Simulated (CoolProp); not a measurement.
Vapour-liquid equilibrium of R13 (1) + n-butane (2) at 218 K; x and y are mole fractions of (1).

The numbers come from the multi-fluid Helmholtz-energy mixture model, Platzer 1990 and Bücker 2006; pair parameters Bell 2016 in CoolProp. This equation is an older, rougher fit; its heat capacities, sound speeds and derivatives of the liquid may be far off and weren't checked against measurements.

| x | bubble pressure (MPa) | y at the bubble point | dew pressure at overall composition x (MPa) | liquid density (mol/L) |
|---|---|---|---|---|
| 0.05 | 0.04573 | 0.853 | 0.007242 | 11.41 |
| 0.15 | 0.1062 | 0.940 | 0.008091 | 11.63 |
| 0.25 | 0.1495 | 0.960 | 0.009166 | 11.85 |
| 0.35 | 0.1817 | 0.969 | 0.01057 | 12.07 |
| 0.45 | 0.2069 | 0.975 | 0.01248 | 12.30 |
| 0.55 | 0.2286 | 0.979 | 0.01522 | 12.52 |
| 0.65 | 0.2494 | 0.983 | 0.01952 | 12.75 |
| 0.75 | 0.2712 | 0.987 | 0.02720 | 12.98 |
| 0.85 | 0.2958 | 0.991 | 0.04478 | (withheld) |
| 0.95 | 0.3251 | (withheld) | 0.1245 | (withheld) |

Fill in the missing entries.


- 0.85, liquid density (mol/L): 13.21
- 0.95, y at the bubble point: 0.997
- 0.95, liquid density (mol/L): 13.43

No azeotrope shows between x = 0.05 and 0.95.

Pair parameters are fitted to limited data, so mixtures are less certain than the pure fluids. With so large a gap from Raoult's law the liquid may split in two, which this calculation doesn't test in full.
